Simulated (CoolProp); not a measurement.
The numbers come from the reference Helmholtz-energy equation of state, Lemmon 2006 in CoolProp. It is a short technical equation, of lower accuracy than the large ones.

Task: Give the vapour pressure (bar), liquid density (kg/m³), surface tension (mN/m) of saturated carbonyl sulfide at 270.1, 299.2, 372 K.

Result: 
```tsv
T (K)	p (bar)	liquid density (kg/m³)	surface tension (mN/m)
270.1	5.93	1070	12.5
299.2	13.2	987	8.07
372	56.7	644	0.252
```

Surface tension comes from a separate correlation (Mulero 2012).
